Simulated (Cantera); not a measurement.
A closed system holds: 1 mol Si2Cl6, 14 mol H2, held at 802 °C.

Method: chemical equilibrium by Gibbs-energy minimisation in Cantera with the NASA 1993 tables (ideal gas, pure condensed phases). Candidate condensed phases: Si; 19 gas species. The feed counts by its element totals alone. The tables' values for SiCl3 are old estimates; treat these amounts as uncertain. Equilibrium is a limit: real reactors are often held back by kinetics, nucleation or transport.

x: gas mole fraction; n: condensed amount in mol.

```
P (Pa)   x H2   x HCl  x SiCl4  x SiHCl3   x SiCl2  x SiCl3  n Si(s)
------  -----  ------  -------  --------  --------  -------  -------
100     0.823  0.0935   0.0496   0.00542    0.0207  0.00806    0.654
350     0.841  0.0721   0.0589   0.00854    0.0121  0.00671    0.629
1300    0.856  0.0537   0.0649    0.0129   0.00658  0.00520    0.586
4500    0.866  0.0400   0.0674    0.0181   0.00360  0.00392      ___
16000   0.873  0.0292   0.0670    0.0249   0.00191  0.00284      ___
56000   0.877  0.0211   0.0640    0.0330  0.000996  0.00201      ___
200000  0.878  0.0151   0.0588    0.0426  0.000505  0.00137      ___
```

Fill in the missing entries.


- 4500, n Si(s): 0.537
- 16000, n Si(s): 0.482
- 56000, n Si(s): 0.423
- 200000, n Si(s): 0.357
